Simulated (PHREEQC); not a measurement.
Solution (25 °C): 0.0015 mol/kgw ZnSO4, 4.2e-05 mol/kgw H3BO3 and 0.00095 mol/kgw H2SO4. Closed to the air; pH follows from the charge balance.

The numbers come from PHREEQC with the ion-association model, phreeqc.dat.

The ionic strength comes out as 0.00728 mol/kgw. What activity coefficients do HSO4-, Zn+2, H+, SO4-2, Zn(SO4)2-2 get?

HSO4- 0.91, Zn+2 0.70, H+ 0.92, SO4-2 0.70, Zn(SO4)2-2 0.70.

This is a speciation only: nothing precipitates in the calculation.
